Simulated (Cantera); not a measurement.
**Reactions in the system B-F-N**

Standard-state values (1 bar) from the NASA 1993 polynomials, evaluated with Cantera. Values are per mole of reaction as written; species without (g) are pure solids or liquids, kept so even where they would boil at 1 bar.

NF₃(g) + BN = BF₃(g) + N₂(g)

```json
[
 {"T (K)": "300", "ΔH° (kJ)": "-753.0", "ΔS° (J/K)": "170.4", "ΔG° (kJ)": "-804.1", "log10 K": "140.01"},
 {"T (K)": "1525", "ΔH° (kJ)": "-768.7", "ΔS° (J/K)": "154.4", "ΔG° (kJ)": "-1004.1", "log10 K": "34.39"},
 {"T (K)": "1575", "ΔH° (kJ)": "-769.6", "ΔS° (J/K)": "153.8", "ΔG° (kJ)": "-1011.8", "log10 K": "33.55"},
 {"T (K)": "1625", "ΔH° (kJ)": "-770.5", "ΔS° (J/K)": "153.2", "ΔG° (kJ)": "-1019.4", "log10 K": "32.77"},
 {"T (K)": "1675", "ΔH° (kJ)": "-771.4", "ΔS° (J/K)": "152.6", "ΔG° (kJ)": "-1027.1", "log10 K": "32.03"},
 {"T (K)": "1725", "ΔH° (kJ)": "-772.3", "ΔS° (J/K)": "152.1", "ΔG° (kJ)": "-1034.7", "log10 K": "31.33"},
 {"T (K)": "1775", "ΔH° (kJ)": "-773.2", "ΔS° (J/K)": "151.6", "ΔG° (kJ)": "-1042.3", "log10 K": "30.67"},
 {"T (K)": "1825", "ΔH° (kJ)": "-774.2", "ΔS° (J/K)": "151.1", "ΔG° (kJ)": "-1049.9", "log10 K": "30.05"},
 {"T (K)": "1875", "ΔH° (kJ)": "-775.1", "ΔS° (J/K)": "150.6", "ΔG° (kJ)": "-1057.4", "log10 K": "29.46"},
 {"T (K)": "1925", "ΔH° (kJ)": "-776.0", "ΔS° (J/K)": "150.1", "ΔG° (kJ)": "-1064.9", "log10 K": "28.90"}
]
```
